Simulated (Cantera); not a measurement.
Input: 1 mol MgO, 2.7 mol CO, 0.35 mol CH₄, held at 100000 Pa.

Cantera equilibrium calculation (NASA polynomials, part measured and part estimated; ideal gas, pure solids and liquids). Candidate condensed phases: C, C₆H₆, C₇H₈, C₈H₁₈, H₂O, Mg, MgCO₃, MgO, Mg(OH)₂; 116 gas species. Rates play no part.

Question: Which condensed phases are stable at each of these points (T (°C)): 1300, 1350, 1400, 1450, 1500, 1550, 1600, 1650, 1700, 1750, 1800, 1850, 1900, 1950?

Answer: 
| T (°C) | condensed phases | Mg condensed (%) |
|---|---|---|
| 1300 | C(graphite) + MgO(s) | 100.0 |
| 1350 | C(graphite) + MgO(s) | 100.0 |
| 1400 | C(graphite) + MgO(s) | 100.0 |
| 1450 | C(graphite) + MgO(s) | 99.8 |
| 1500 | C(graphite) + MgO(s) | 99.5 |
| 1550 | C(graphite) + MgO(s) | 98.4 |
| 1600 | C(graphite) + MgO(s) | 95.2 |
| 1650 | C(graphite) + MgO(s) | 85.6 |
| 1700 | MgO(s) | 65.0 |
| 1750 | MgO(s) | 65.0 |
| 1800 | MgO(s) | 64.9 |
| 1850 | MgO(s) | 64.9 |
| 1900 | MgO(s) | 64.8 |
| 1950 | MgO(s) | 64.6 |

From 1300 °C to 1650 °C the condensed part is C(graphite) + MgO(s). From 1700 °C to 1950 °C the condensed part is MgO(s).
